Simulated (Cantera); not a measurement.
Feed: 1 mol Si2Cl6, 8.2 mol N2, a varied amount of H2, at 0.100 bar.

These are equilibrium values from Cantera (NASA tables, ideal gas, pure condensed phases), not measurements of a reactor. Candidate condensed phases: NH4Cl, Si, Si3N4; 28 gas species. The feed counts by its element totals alone. N2 is the only nitrogen source here; it is nearly inert below about 1500 K, so the nitride shown seldom forms there in practice. The tables' values for SiCl3 are old estimates. Rates play no part.

Stable condensed phases, one row left out:

```
T in K \ n(H2) in mol
         0.65 0.86  1.1  1.5    2  2.7  3.6  4.8  6.3
   2073     A    A    A    A    A    A    A    A    B
   1973     A    A    A    A    A    A    A    A    B
   1773     A    A    A    A    A    C    C    C    C
   1673     A    A    C    C    C    C    C    C    C
   1573     C    C    C    C    C    C    C    C    C
   1473     C    C    C    C    C    C    C    C    C
   1373     C    C    C    C    C    C    C    C    C
   1273     C    C    C    C    C    C    C    C    C
```

A: gas only; B: Si; C: Si3N4.

**Question.** Give the row for 1873 K.

**Answer.** 0.65: gas only; 0.86: gas only; 1.1: gas only; 1.5: gas only; 2: gas only; 2.7: gas only; 3.6: gas only; 4.8: Si3N4; 6.3: Si3N4.
